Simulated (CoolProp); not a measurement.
Vapour-liquid equilibrium of n-hexane (1) + toluene (2) at 337.2 K; x and y are mole fractions of (1).

The numbers come from the multi-fluid Helmholtz-energy mixture model, Thol 2019 and Lemmon 2006; pair parameters Bell 2016 in CoolProp.

| x | bubble pressure, mixture model (kPa) | bubble pressure, Raoult's law (kPa) | y, mixture model | y, Raoult's law |
|---|---|---|---|---|
| 0.05 | 27.10 | 25.00 | 0.235 | 0.175 |
| 0.15 | 36.37 | 31.56 | 0.482 | 0.415 |
| 0.25 | 44.17 | 38.12 | 0.614 | 0.573 |
| 0.35 | 50.95 | 44.68 | 0.701 | 0.684 |
| 0.45 | 57.07 | 51.23 | 0.765 | 0.767 |
| 0.55 | 62.77 | 57.79 | 0.817 | 0.831 |
| 0.65 | 68.24 | 64.35 | 0.862 | 0.882 |
| 0.75 | 73.62 | 70.91 | 0.903 | 0.923 |
| 0.85 | 79.01 | 77.47 | 0.942 | 0.958 |
| 0.95 | 84.50 | 84.03 | 0.981 | 0.987 |

The largest gap from Raoult's law is +15.9 % in bubble pressure, at x = 0.25. No azeotrope shows between x = 0.05 and 0.95.

The pair parameters rest on a limited set of measurements; away from them the model extrapolates.
